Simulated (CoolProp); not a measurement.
Vapour-liquid equilibrium of benzene (1) + dimethyl carbonate (2) at 500.5 K; x and y are mole fractions of (1).

Model: multi-fluid Helmholtz-energy mixture model, Thol 2012 and Zhou 2011; pair parameters Bell 2016, in CoolProp.

```json
[
 {"x": "0.05", "bubble pressure, mixture model (MPa)": "2.151", "bubble pressure, Raoult's law (MPa)": "2.129", "y, mixture model": "0.057", "y, Raoult's law": "0.051"},
 {"x": "0.125", "bubble pressure, mixture model (MPa)": "2.183", "bubble pressure, Raoult's law (MPa)": "2.133", "y, mixture model": "0.138", "y, Raoult's law": "0.128"},
 {"x": "0.2", "bubble pressure, mixture model (MPa)": "2.210", "bubble pressure, Raoult's law (MPa)": "2.137", "y, mixture model": "0.216", "y, Raoult's law": "0.204"},
 {"x": "0.275", "bubble pressure, mixture model (MPa)": "2.232", "bubble pressure, Raoult's law (MPa)": "2.141", "y, mixture model": "0.291", "y, Raoult's law": "0.280"},
 {"x": "0.35", "bubble pressure, mixture model (MPa)": "2.249", "bubble pressure, Raoult's law (MPa)": "2.145", "y, mixture model": "0.363", "y, Raoult's law": "0.356"},
 {"x": "0.425", "bubble pressure, mixture model (MPa)": "2.261", "bubble pressure, Raoult's law (MPa)": "2.149", "y, mixture model": "0.434", "y, Raoult's law": "0.431"},
 {"x": "0.5", "bubble pressure, mixture model (MPa)": "2.268", "bubble pressure, Raoult's law (MPa)": "2.153", "y, mixture model": "0.505", "y, Raoult's law": "0.506"},
 {"x": "0.575", "bubble pressure, mixture model (MPa)": "2.270", "bubble pressure, Raoult's law (MPa)": "2.157", "y, mixture model": "0.575", "y, Raoult's law": "0.581"},
 {"x": "0.65", "bubble pressure, mixture model (MPa)": "2.267", "bubble pressure, Raoult's law (MPa)": "2.162", "y, mixture model": "0.645", "y, Raoult's law": "0.656"},
 {"x": "0.725", "bubble pressure, mixture model (MPa)": "2.259", "bubble pressure, Raoult's law (MPa)": "2.166", "y, mixture model": "0.716", "y, Raoult's law": "0.730"},
 {"x": "0.8", "bubble pressure, mixture model (MPa)": "2.245", "bubble pressure, Raoult's law (MPa)": "2.170", "y, mixture model": "0.790", "y, Raoult's law": "0.804"},
 {"x": "0.875", "bubble pressure, mixture model (MPa)": "2.226", "bubble pressure, Raoult's law (MPa)": "2.174", "y, mixture model": "0.865", "y, Raoult's law": "0.878"},
 {"x": "0.95", "bubble pressure, mixture model (MPa)": "2.201", "bubble pressure, Raoult's law (MPa)": "2.178", "y, mixture model": "0.945", "y, Raoult's law": "0.951"}
]
```

The largest gap from Raoult's law is +5.3 % in bubble pressure, at x = 0.5. y crosses x between x = 0.5 and 0.575: the model has an azeotrope there.

Pair parameters are fitted to limited data, so mixtures are less certain than the pure fluids.
